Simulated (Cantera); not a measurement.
**Thermodynamics of calcination and drying, feed Ca(OH)₂ + H₂ + H₂O**

A closed system holds: 1 mol Ca(OH)₂, 0.31 mol H₂, 0.13 mol H₂O, held at 7.50 Torr.

Equilibrium computed with Cantera from the NASA thermochemical tables; the gas is ideal and each condensed phase is pure. Candidate condensed phases: Ca, CaO, Ca(OH)₂, H₂O; 14 gas species. Rates play no part.

From 748 K to 2048 K the condensed part is CaO(s).

```json
[
 {"T (K)": "748", "x H₂O": "0.785", "x H₂": "0.215", "x H": "1.34e-12", "x OH": "<1e-12", "x O₂": "<1e-12", "n CaO(s)": "1.00"},
 {"T (K)": "848", "x H₂O": "0.785", "x H₂": "0.215", "x H": "8.83e-11", "x OH": "<1e-12", "x O₂": "<1e-12", "n CaO(s)": "1.00"},
 {"T (K)": "948", "x H₂O": "0.785", "x H₂": "0.215", "x H": "2.43e-9", "x OH": "1.28e-11", "x O₂": "<1e-12", "n CaO(s)": "1.00"},
 {"T (K)": "1048", "x H₂O": "0.785", "x H₂": "0.215", "x H": "3.58e-8", "x OH": "4.12e-10", "x O₂": "<1e-12", "n CaO(s)": "1.00"},
 {"T (K)": "1148", "x H₂O": "0.785", "x H₂": "0.215", "x H": "3.32e-7", "x OH": "7.24e-9", "x O₂": "<1e-12", "n CaO(s)": "1.00"},
 {"T (K)": "1248", "x H₂O": "0.785", "x H₂": "0.215", "x H": "2.17e-6", "x OH": "8.07e-8", "x O₂": "1.46e-12", "n CaO(s)": "1.00"},
 {"T (K)": "1348", "x H₂O": "0.785", "x H₂": "0.215", "x H": "1.07e-5", "x OH": "6.30e-7", "x O₂": "5.18e-11", "n CaO(s)": "1.00"},
 {"T (K)": "1448", "x H₂O": "0.785", "x H₂": "0.215", "x H": "4.28e-5", "x OH": "3.71e-6", "x O₂": "1.13e-9", "n CaO(s)": "1.00"},
 {"T (K)": "1548", "x H₂O": "0.785", "x H₂": "0.215", "x H": "0.000143", "x OH": "1.74e-5", "x O₂": "1.65e-8", "n CaO(s)": "1.000"},
 {"T (K)": "1648", "x H₂O": "0.784", "x H₂": "0.215", "x H": "0.000413", "x OH": "6.77e-5", "x O₂": "1.75e-7", "n CaO(s)": "1.000"},
 {"T (K)": "1748", "x H₂O": "0.784", "x H₂": "0.215", "x H": "0.00106", "x OH": "0.000226", "x O₂": "1.43e-6", "n CaO(s)": "1.000"},
 {"T (K)": "1848", "x H₂O": "0.783", "x H₂": "0.214", "x H": "0.00245", "x OH": "0.000660", "x O₂": "9.27e-6", "n CaO(s)": "1.000"},
 {"T (K)": "1948", "x H₂O": "0.780", "x H₂": "0.213", "x H": "0.00521", "x OH": "0.00173", "x O₂": "4.99e-5", "n CaO(s)": "1.000"},
 {"T (K)": "2048", "x H₂O": "0.774", "x H₂": "0.211", "x H": "0.0103", "x OH": "0.00411", "x O₂": "0.000227", "n CaO(s)": "1.000"}
]
```
x: gas mole fraction; n: condensed amount in mol.
